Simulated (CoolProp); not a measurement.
Vapour-liquid equilibrium of ethane (1) + C2F6 (R116) (2) at 222.7 K; x and y are mole fractions of (1).

Values from CoolProp's multi-fluid Helmholtz-energy mixture model, Bücker 2006 and Lemmon 2006; pair parameters Bell 2016.

| x | bubble pressure, mixture model (MPa) | bubble pressure, Raoult's law (MPa) | y, mixture model | y, Raoult's law |
|---|---|---|---|---|
| 0.05 | 0.4140 | 0.3726 | 0.150 | 0.073 |
| 0.2 | 0.5411 | 0.3995 | 0.421 | 0.272 |
| 0.35 | 0.6182 | 0.4264 | 0.550 | 0.446 |
| 0.5 | 0.6538 | 0.4533 | 0.619 | 0.599 |
| 0.65 | 0.6651 | 0.4802 | 0.668 | 0.735 |
| 0.8 | 0.6574 | 0.5071 | 0.728 | 0.857 |
| 0.95 | 0.5956 | 0.5340 | 0.881 | 0.966 |

The largest gap from Raoult's law is +45.0 % in bubble pressure, at x = 0.35. y crosses x between x = 0.65 and 0.8: the model has an azeotrope there.

The pair parameters rest on a limited set of measurements; away from them the model extrapolates.
